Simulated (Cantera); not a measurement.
Charge: 1 mol MgCO3, 1.2 mol H2S, 0.18 mol CO2, held at 1102 °C and 0.310 bar.

These are equilibrium values from Cantera (NASA tables, ideal gas, pure condensed phases), not measurements of a reactor. Candidate condensed phases: C, C6H6, C7H8, C8H18, H2O, H2SO4, Mg, MgCO3, MgO, Mg(OH)2, MgS, MgSO4, S; 130 gas species. Kinetics and transport are ignored.

Base state: CO2 0.215, H2O 0.204, CO 0.200, S2 0.141, H2S 0.135, H2 0.0919, COS 0.00957, SO2 0.00259 (mole fractions); condensed: MgO(s).

Q: What changes in the equilibrium state with this change: temperature from 1102 °C to 1477 °C?

A: 
```tsv
species	before	after
CO	0.200	0.272
H2O	0.204	0.227
S2	0.141	0.165
H2S	0.135	0.0397
CO2	0.215	0.124
SO2	0.00259	0.0213
H2	0.0919	0.137
OH	7.45e-8	1.50e-5
H	1.87e-6	0.000154
S	5.64e-6	0.000357
MgO(s), mol	1.00	1.000
```
